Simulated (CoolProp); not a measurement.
Saturation properties of the fluoroketone C6F12O (FK-5-1-12) (Tc = 441.8 K, pc = 1.869 MPa, ω = 0.471).

Values from CoolProp's reference Helmholtz-energy equation of state, McLinden 2015.

```
T (K)  p (MPa)  liquid density (kg/m³)  vapour density (kg/m³)
-----  -------  ----------------------  ----------------------
343.7   0.2020                    1454                   24.96
348.3   0.2311                    1437                   28.51
353     0.2640                    1420                   32.55
357.6   0.2996                    1402                   36.96
362.2   0.3387                    1384                   41.86
366.9   0.3825                    1365                   47.43
371.5   0.4294                    1346                   53.50
376.2   0.4818                    1326                   60.41
380.8   0.5376                    1305                   67.94
385.5   0.5995                    1283                   76.53
390.1   0.6652                    1261                   85.93
394.7   0.7362                    1238                   96.48
399.4   0.8146                    1212                   108.6
404     0.8974                    1186                   122.1
408.7   0.9886                    1158                   137.9
```

It boils at 322.2 K under 1 atm.
